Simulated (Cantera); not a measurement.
## Thermodynamics of tantalum, niobium, vanadium and zirconium in process gases, feed Ta(OEt)5 + H2O + H2

A closed system holds: 1 mol Ta(OEt)5, a varied amount of H2O, 10 mol H2, held at 900 K and 30.0 mbar.

Equilibrium computed with Cantera from the NASA thermochemical tables; the gas is ideal and each condensed phase is pure. Candidate condensed phases: C, C6H6, C7H8, C8H18, H2O, Ta, TaC, Ta2O5; 113 gas species. The feed counts by its element totals alone. Rates play no part.

From 0.15 mol H2O to 6.6 mol H2O the condensed part is C(graphite) + Ta2O5(s). At 11 mol H2O the condensed part is Ta2O5(s).

```
n(H2O) (mol)   x H2    x CO    x H2O    x CO2    x CH4    x C2H4    x C2H6  x HCHO (formaldehyde)  n C(graphite)  n Ta2O5(s)
------------  -----  ------  -------  -------  -------  --------  --------  ---------------------  -------------  ----------
0.15          0.888  0.0969  0.00627  0.00157  0.00738   8.33e-9   4.09e-9                1.54e-9           7.36       0.500
0.25          0.885  0.0997  0.00643  0.00167  0.00733   8.28e-9   4.05e-9                1.58e-9           7.27       0.500
0.44          0.879   0.105  0.00672  0.00185  0.00724   8.17e-9   3.97e-9                1.66e-9           7.09       0.500
0.75          0.870   0.113  0.00717  0.00215  0.00709   8.01e-9   3.85e-9                1.77e-9           6.81       0.500
1.3           0.856   0.127  0.00790  0.00269  0.00686   7.74e-9   3.66e-9                1.95e-9           6.30       0.500
2.2           0.834   0.147  0.00892  0.00361  0.00651   7.36e-9   3.39e-9                2.20e-9           5.47       0.500
3.8           0.802   0.177   0.0103  0.00523  0.00602   6.80e-9   3.01e-9                2.54e-9           4.00       0.500
6.6           0.758   0.217   0.0120  0.00786  0.00538   6.08e-9   2.55e-9                2.95e-9           1.44       0.500
11            0.720   0.198   0.0500   0.0316  0.00100  2.35e-10  9.35e-11                2.55e-9              0       0.500
```
x: gas mole fraction; n: condensed amount in mol.
